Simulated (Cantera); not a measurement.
Cantera run:

```python
import numpy as np
import cantera as ct

gas_names = """
    Fe FeO Fe(OH)2 H HNO HNO2 HNO3 HO2 H2 H2O H2O2 N NH NH2 NH3 NH2OH NO NO2 NO3 N2 N2H2 N2H4 N2O O OH
    O2 O3
""".split()
cond_names = """
    Fe(a) Fe(c) Fe(d) Fe(L) FeO(s) FeO(L) Fe(OH)2(s) Fe(OH)3(s) Fe2O3(s) Fe3O4(s) H2O(s) H2O(L)
""".split()


def load(file, names, dense=False):
    # The tables refer to 1 bar. Condensed volumes are neglected.
    table = {s.name: s for s in ct.Species.list_from_file(file)}
    out = []
    for n in names:
        d = dict(table[n].input_data)
        d["thermo"] = dict(d["thermo"], **{"reference-pressure": 1e5})
        if dense:
            d["equation-of-state"] = {"model": "constant-volume", "density": "1e6 g/cm^3"}
        out.append(ct.Species.from_dict(d))
    return out


gas = ct.Solution(thermo="ideal-gas", species=load("nasa_gas.yaml", gas_names))
cond = {s.name: ct.Solution(thermo="fixed-stoichiometry", species=[s], name=s.name)
        for s in load("nasa_condensed.yaml", cond_names, dense=True)}
atoms = {
    'Fe': {'Fe': 1},
    'O2': {'O': 2},
    'N2': {'N': 2},
    'H2O': {'H': 2, 'O': 1},
}
top_T = {'Fe2O3(s)': 1830, 'Fe3O4(s)': 1870}  # K; cautious upper limits of use, not melting points


def equilibrate(T, P, feed):
    n = {}
    for name, mol in feed.items():
        for a, k in atoms[name].items():
            n[a] = n.get(a, 0.0) + k * mol
    gas.TPX = T, P, n
    mass = sum(n.values()) * gas.mean_molecular_weight
    gas.equilibrate("TP")
    valid = [c for c in cond.values() if c.min_temp <= T <= top_T.get(c.name, c.max_temp)]
    mix = ct.Mixture([(gas, mass / gas.mean_molecular_weight)] + [(c, 0.0) for c in valid])
    mix.T, mix.P = T, P
    mix.equilibrate("TP", solver="vcs", rtol=1e-11, max_steps=5000)
    return mix


results = []
feed = {'Fe': 1, 'O2': 0.23, 'N2': 8.3, 'H2O': 0.051}  # mol
T = 1498.15  # K
P = 1000  # Pa
mix = equilibrate(T, P, feed)
results.append((T, P, feed, dict(zip(mix.species_names, mix.species_moles))))
x = sorted(zip(gas.X, gas.species_names), reverse=True)
print(f"T = {T:g} K  P = {P:g} Pa  gas = {mix.phase_moles(0):.4g} mol")
print("   x: " + "  ".join(f"{s} {v:.3e}" for v, s in x if v > 1e-06))
print("   condensed (mol): " + ("  ".join(f"{mix.phase(i).name} {mix.phase_moles(i):.4g}"
      for i in range(1, mix.n_phases) if mix.phase_moles(i) > 1e-12) or "none"))
```

Result:

```
T = 1498.15 K  P = 1000 Pa  gas = 8.351 mol
   x: N2 9.939e-01  H2 4.303e-03  H2O 1.798e-03  Fe 1.442e-05  H 1.129e-05
   condensed (mol): Fe(c) 0.5039  FeO(s) 0.496
```

These are equilibrium values from Cantera (NASA tables, ideal gas, pure condensed phases), not measurements of a reactor. Mutual solubility and eutectic melting of coexisting phases are not modelled. The tables' stoichiometric FeO is somewhat more stable than real wüstite, so its field is too wide. FeO: taken at fixed stoichiometry.
